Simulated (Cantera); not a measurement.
# Silicon oxide and oxynitride deposition: TEOS + O3 + N2

A closed system holds: 1 mol TEOS, 0.076 mol O3, 2.8 mol N2, held at 20.0 mbar.

Method: chemical equilibrium by Gibbs-energy minimisation in Cantera with the NASA 1993 tables (ideal gas, pure condensed phases). Candidate condensed phases: C, C6H6, C7H8, C8H18, H2O, Si, SiC, SiO2, Si2N2O, Si3N4; 151 gas species. The feed counts by its element totals alone. The tables hold silica as quartz up to 1696 K and as liquid above; real silica turns to tridymite and cristobalite and melts near 1996 K. Equilibrium is a limit: real reactors are often held back by kinetics, nucleation or transport.

From 350 °C to 500 °C the condensed part is C(graphite) + SiO2(α-quartz). From 575 °C to 950 °C the condensed part is C(graphite) + SiO2(β-quartz).

```csv
T (°C),x H2,x N2,x CH4,x H2O,x CO,x CO2,n C(graphite),n SiO2(α-quartz),n SiO2(β-quartz)
350,0.405,0.250,0.167,0.155,0.00255,0.0207,5.87,1.00,0
425,0.575,0.221,0.0586,0.0973,0.0185,0.0300,6.64,1.00,0
500,0.644,0.202,0.0175,0.0429,0.0700,0.0239,6.46,1.00,0
575,0.659,0.191,0.00556,0.0122,0.125,0.00718,5.97,0,1.00
650,0.663,0.187,0.00204,0.00294,0.144,0.00130,5.80,0,1.00
725,0.664,0.187,0.000861,0.000799,0.147,0.000256,5.77,0,1.00
800,0.665,0.186,0.000406,0.000256,0.148,6.17e-5,5.77,0,1.00
875,0.665,0.186,0.000210,9.48e-5,0.148,1.79e-5,5.77,0,1.00
950,0.665,0.186,0.000118,3.96e-5,0.148,6.05e-6,5.77,0,1.000
```
x: gas mole fraction; n: condensed amount in mol.
